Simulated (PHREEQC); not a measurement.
Dissolve 37 mmol/kgw HCl, 0.99 mmol/kgw CuSO4 and 4.6 mmol/kgw KCl at 25 °C. Closed to the air; pH follows from the charge balance.

Equilibrium calculation in PHREEQC: ion-association model, wateq4f.dat.

No solid was allowed to form.

### Question
What pH does the model give?

### Answer
pH 1.50.

### Question
In which forms is Cu present?

### Answer
Cu+2 93 %, CuCl+ 5.2 %, CuSO4 1.6 % of the Cu.
